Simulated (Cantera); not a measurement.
An isothermal, constant-pressure homogeneous reactor starts with 25.0 % CH4, 75.0 % N2, at 1825 K and 1330 Pa.

Model: GRI-Mech 3.0 (53 species, 325 reactions), integrated in Cantera. GRI-Mech 3.0 stops at C3 and has no aromatics, soot or wall deposition, so with more carbon than oxygen in the feed, carbon stays in small species such as C2H2 where larger ones or solid carbon would form. Radical loss at walls, strong at low pressure, is not modelled.

One state of this run: x CH4 = 2.85e-5; x C2H = 6.81e-6; x H2 = 0.299; x CH2 = 3.25e-8; x CH3 = 4.03e-6; x HCN = 0.000102; x C2H4 = 7.78e-6. x: mole fraction; the columns are a selection and need not sum to one.

Which value of t (s) does it belong to?
(A) 60.0
(B) 0.00343
(C) 2.31
(D) 0.0891

A, 60.0
